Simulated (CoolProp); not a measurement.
Vapour-liquid equilibrium of CH2F2 (R32) (1) + dimethyl ether (2) at 3.73 bar; x and y are mole fractions of (1).

Model: multi-fluid Helmholtz-energy mixture model, Tillner-Roth 1997 and Wu 2011; pair parameters Bell 2016, in CoolProp.

```csv
x,"bubble temperature, mixture model (K)","bubble temperature, Raoult's law (K)","y, mixture model","y, Raoult's law"
0.05,280.7,280.2,0.116,0.136
0.15,276.0,275.2,0.316,0.348
0.25,271.6,270.8,0.478,0.506
0.35,267.6,267.1,0.606,0.626
0.45,264.1,263.8,0.705,0.720
0.55,261.0,260.9,0.784,0.795
0.65,258.3,258.3,0.846,0.856
0.75,255.9,256.0,0.897,0.906
0.85,253.8,253.8,0.941,0.949
0.95,251.9,251.9,0.981,0.984
```

The largest gap from Raoult's law is +0.8 K in bubble temperature, at x = 0.15. No azeotrope shows between x = 0.05 and 0.95.

The pair parameters rest on a limited set of measurements; away from them the model extrapolates.
